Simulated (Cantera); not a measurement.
A perfectly stirred reactor is fed with C2H4 : H2 : H2O = 1 : 9.8 : 0.1 (molar parts), at 101000 Pa; it is held at 1450 K, and followed from long to short residence time.

Detailed kinetics in Cantera: GRI-Mech 3.0 (53 species, 325 reactions). GRI-Mech 3.0 was tuned for natural gas; its chemistry of ethylene as a main component is partial and can be far from experiment. GRI-Mech 3.0 stops at C3 and has no aromatics, soot or wall deposition, so with more carbon than oxygen in the feed, carbon stays in small species such as C2H2 where larger ones or solid carbon would form.

x: mole fraction; the columns are a selection and need not sum to one.

```csv
τ (s),x C2H4,x H2,x C2H2,x H,x CH4,x CH3,x C2H6
23,0.00759,0.825,0.0191,8.98e-6,0.138,3.02e-5,7.62e-5
10,0.00861,0.830,0.0215,9.46e-6,0.131,3.00e-5,(withheld)
4.3,0.0104,0.837,0.0256,1.05e-5,0.117,2.94e-5,(withheld)
1.8,0.0132,0.849,0.0314,1.23e-5,0.0971,2.85e-5,(withheld)
0.79,0.0164,0.861,0.0374,1.52e-5,0.0757,2.70e-5,(withheld)
0.34,0.0199,0.873,0.0426,1.93e-5,0.0553,2.47e-5,(withheld)
0.15,0.0236,0.882,0.0460,2.41e-5,0.0390,2.18e-5,(withheld)
0.063,0.0284,0.889,0.0469,2.98e-5,0.0262,1.81e-5,(withheld)
0.027,0.0351,0.894,0.0444,3.51e-5,0.0174,1.46e-5,(withheld)
0.011,0.0457,0.897,0.0372,3.97e-5,0.0110,1.10e-5,(withheld)
0.0049,0.0584,0.898,0.0273,4.20e-5,0.00665,7.97e-6,(withheld)
```

Question: Fill in the missing entries.

Answer: 
- 10, x C2H6: 8.23e-5
- 4.3, x C2H6: 9.39e-5
- 1.8, x C2H6: 0.000114
- 0.79, x C2H6: 0.000140
- 0.34, x C2H6: 0.000172
- 0.15, x C2H6: 0.000207
- 0.063, x C2H6: 0.000252
- 0.027, x C2H6: 0.000313
- 0.011, x C2H6: 0.000403
- 0.0049, x C2H6: 0.000496
